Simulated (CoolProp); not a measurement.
The numbers come from the reference Helmholtz-energy equation of state, Gao 2016 in CoolProp.

### Question
For sulfur dioxide, give the phase and the cp (kJ/(kg K)), expansivity (1/kK) at 525 K and 3.82 MPa.

### Answer
- 525 K and 3.82 MPa: gas; cp 0.841, expansivity 2.63
